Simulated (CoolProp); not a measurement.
Vapour-liquid equilibrium of ethylene (1) + propylene (2) at 0.0478 MPa; x and y are mole fractions of (1).

Values from CoolProp's multi-fluid Helmholtz-energy mixture model, Smukala 2000 and Lemmon 2013; pair parameters Bell 2016.

Problem. Give the bubble temperature and the first vapour's composition at x = 0.05, 0.2, 0.65. Is there an azeotrope?

Solution. x = 0.05: 199.4 K, y = 0.481; x = 0.2: 181.2 K, y = 0.870; x = 0.65: 163.4 K, y = 0.986. No azeotrope shows between x = 0.05 and 0.95.

Pair parameters are fitted to limited data, so mixtures are less certain than the pure fluids.
